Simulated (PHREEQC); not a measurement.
Make-up at 85 °C: 0.0022 mol/kgw ZnCl2. Closed to the air; pH follows from the charge balance.

Equilibrium calculation in PHREEQC: ion-association model, phreeqc.dat.

```json
{
 "pH": "5.08",
 "ionic_strength": "0.00630 mol/kgw",
 "specific_conductance": "1330 µS/cm"
}
```

| species | molality | activity | log γ |
|---|---|---|---|
| Cl- | 0.00425 | 0.00386 | -0.042 |
| Zn+2 | 0.00204 | 0.00141 | -0.162 |
| ZnCl+ | 0.000146 | 0.000133 | -0.041 |
| H+ | 9.08e-6 | 8.34e-6 | -0.037 |
| ZnOH+ | 9.01e-6 | 8.19e-6 | -0.041 |
| ZnCl2 | 6.55e-7 | 6.56e-7 | 0.001 |
| OH- | 4.23e-8 | 3.84e-8 | -0.042 |
| ZnOHCl | 2.16e-8 | 2.16e-8 | 0.001 |
| ZnCl3- | 4.22e-9 | 3.84e-9 | -0.041 |

Precipitation was switched off in this run. Away from 25 °C the constants follow the database's enthalpies or fits; those with neither stay at their 25 °C values.
